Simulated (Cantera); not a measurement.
## Nitride etching: Si3N4 + H2O + H2

Input: 1 mol Si3N4, 0.64 mol H2O, 8.4 mol H2, equilibrated at 10000 Pa.

These are equilibrium values from Cantera (NASA tables, ideal gas, pure condensed phases), not measurements of a reactor. Candidate condensed phases: H2O, Si, SiO2, Si2N2O, Si3N4; 35 gas species. Mutual solubility and eutectic melting of coexisting phases are not modelled. Gases not in the tables: Si2H6 and higher silanes. The numbers say what is thermodynamically allowed, not how fast it happens.

```
T (°C)  log p H2  log p N2  log p SiO  log p H  log p NH3  log p Si  n Si2N2O(s)  n Si3N4(s)  n Si(l)
------  --------  --------  ---------  -------  ---------  --------  -----------  ----------  -------
450        -1.01     -2.64       <-13     <-13      -4.99      <-13        0.640       0.573        0
550        -1.01     -2.64       <-13   -11.64      -5.46      <-13        0.640       0.573        0
650        -1.01     -2.64       <-13   -10.12      -5.83      <-13        0.640       0.573        0
750        -1.01     -2.64       <-13    -8.89      -6.13      <-13        0.640       0.573        0
850        -1.01     -2.64       <-13    -7.88      -6.39      <-13        0.640       0.573        0
950        -1.01     -2.64     -11.20    -7.03      -6.60      <-13        0.640       0.573        0
1050       -1.01     -2.64      -9.32    -6.30      -6.78    -12.32        0.640       0.573        0
1150       -1.01     -2.64      -7.71    -5.68      -6.94    -10.40        0.640       0.573        0
1250       -1.01     -2.64      -6.32    -5.14      -7.07     -8.74        0.640       0.573        0
1350       -1.01     -2.64      -5.10    -4.67      -7.19     -7.28        0.639       0.574        0
1450       -1.01     -2.63      -4.04    -4.24      -7.29     -6.01        0.631       0.575  0.00440
1550       -1.06     -1.89      -3.33    -3.89      -7.10     -5.35        0.591      0.0397     1.65
```
log p: log10 of the partial pressure in bar; n: condensed amount in mol.

From 450 °C to 1350 °C the condensed part is Si2N2O(s) + Si3N4(s). From 1450 °C to 1550 °C the condensed part is Si(l) + Si2N2O(s) + Si3N4(s).
